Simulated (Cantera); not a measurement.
An isothermal, constant-pressure homogeneous reactor starts with 14.0 % NH3, 86.0 % N2, at 1925 K and 1.20 bar.

Detailed kinetics in Cantera: the gas-phase N/H chemistry of the illustrative SiF4/NH3 mechanism in the Surface Chemkin manual (1991). Walls and surfaces, which speed up NH3 decomposition in real reactors, are not modelled.

x: mole fraction; the columns are a selection and need not sum to one.

```json
[
 {"t (s)": "1.00e-6", "x NH3": "0.140", "x H2": "5.40e-7", "x N2H2": "1.43e-12", "x NH": "2.53e-11", "x NH2": "1.30e-6", "x N2H4": "1.36e-12", "x N": "<1e-12"},
 {"t (s)": "9.87e-6", "x NH3": "0.140", "x H2": "7.29e-6", "x N2H2": "5.28e-10", "x NH": "4.84e-9", "x NH2": "1.48e-5", "x N2H4": "2.24e-10", "x N": "2.48e-12"},
 {"t (s)": "9.74e-5", "x NH3": "0.140", "x H2": "[?]", "x N2H2": "[?]", "x NH": "[?]", "x NH2": "[?]", "x N2H4": "[?]", "x N": "[?]"},
 {"t (s)": "0.000961", "x NH3": "0.138", "x H2": "0.00201", "x N2H2": "5.55e-7", "x NH": "2.80e-6", "x NH2": "0.000342", "x N2H4": "1.23e-7", "x N": "2.48e-8"},
 {"t (s)": "0.00949", "x NH3": "0.123", "x H2": "0.0217", "x N2H2": "4.62e-7", "x NH": "4.29e-6", "x NH2": "0.000262", "x N2H4": "7.17e-8", "x N": "2.04e-7"},
 {"t (s)": "0.0936", "x NH3": "0.0458", "x H2": "0.124", "x N2H2": "1.31e-7", "x NH": "3.59e-6", "x NH2": "0.000115", "x N2H4": "1.38e-8", "x N": "3.91e-7"},
 {"t (s)": "0.924", "x NH3": "0.000728", "x H2": "0.183", "x N2H2": "3.08e-10", "x NH": "3.01e-7", "x NH2": "4.04e-6", "x N2H4": "1.71e-11", "x N": "7.88e-8"},
 {"t (s)": "9.12", "x NH3": "3.82e-5", "x H2": "0.184", "x N2H2": "1.28e-12", "x NH": "1.72e-8", "x NH2": "2.21e-7", "x N2H4": "<1e-12", "x N": "4.70e-9"},
 {"t (s)": "90.0", "x NH3": "[?]", "x H2": "0.184", "x N2H2": "<1e-12", "x NH": "[?]", "x NH2": "[?]", "x N2H4": "<1e-12", "x N": "4.92e-10"}
]
```

Problem. Some entries are withheld; supply them.

Solution. 
- 9.74e-5, x H2: 8.15e-5
- 9.74e-5, x N2H2: 7.67e-8
- 9.74e-5, x NH: 6.49e-7
- 9.74e-5, x NH2: 0.000142
- 9.74e-5, x N2H4: 2.11e-8
- 9.74e-5, x N: 1.60e-9
- 90.0, x NH3: 3.99e-6
- 90.0, x NH: 1.80e-9
- 90.0, x NH2: 2.31e-8
